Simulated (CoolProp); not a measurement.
Water at 298.15 K and 0.461 MPa flows at 1.6 m/s in a round tube of 100 mm bore and 1.5 µm roughness, fully developed (64/Re and Nu = 3.66 if laminar; Colebrook and Gnielinski if turbulent). Each further row changes one setting.

Model: reference Helmholtz-energy equation of state, Wagner 2002, in CoolProp.

| case | Reynolds number | Darcy friction factor | pressure drop (Pa/m) | heat-transfer coefficient (W/(m² K)) | mass flow (kg/h) |
|---|---|---|---|---|---|
| as stated | 179000 | 0.0161 | 205 | 5700 | [?] |
| velocity 3.2 m/s | 359000 | 0.0142 | 723 | [?] | [?] |
| diameter 200 mm | 359000 | 0.0141 | [?] | [?] | 180000 |

Q: Some entries are withheld; supply them.

A: 
- as stated, mass flow (kg/h): 45100
- velocity 3.2 m/s, heat-transfer coefficient (W/(m² K)): 10400
- velocity 3.2 m/s, mass flow (kg/h): 90200
- diameter 200 mm, pressure drop (Pa/m): 89.8
- diameter 200 mm, heat-transfer coefficient (W/(m² K)): 5200

Viscosity comes from a separate model (Huber 2009). Thermal conductivity comes from a separate model (Huber 2012).
